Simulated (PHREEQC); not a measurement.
A solution holds 0.041 mol NaHSO4, 0.014 mol Na2CO3 and 0.0011 mol NH4F per kg of water, at 25 °C. Closed to the air; pH follows from the charge balance.

Equilibrium calculation in PHREEQC: ion-association model, wateq4f.dat.

Each row changes one thing in this solution. This is a speciation only: nothing precipitates in the calculation.

```csv
case,pH,ionic strength (mol/kgw),Na+ (mol/kgw),NH4+ (mol/kgw),HF (mol/kgw),F- (mol/kgw),SI of Nahcolite (NaHCO3),SI of Natron (Na2CO3:10H2O)
as made,2.34,0.102,0.0653,0.000960,0.000912,0.000179,-6.60,-15.13
0.044 mol/kgw KF added,3.50,0.141,0.0648,0.000961,0.0103,0.0310,-5.45,-12.83
diluted 5-fold with water,2.81,0.0227,0.0135,0.000209,0.000146,7.35e-5,-7.48,-16.16
NaHSO4 left out,10.83,0.0354,___,3.28e-5,1.99e-11,0.00109,-3.92,-4.32
NaHSO4 from 0.041 to 0.205 mol/kgw,1.32,0.349,0.214,0.000896,0.00107,___,-7.12,-16.21
```

Fill in the missing entries.


- NaHSO4 left out, Na+ (mol/kgw): 0.0256
- NaHSO4 from 0.041 to 0.205 mol/kgw, F- (mol/kgw): 2.44e-5
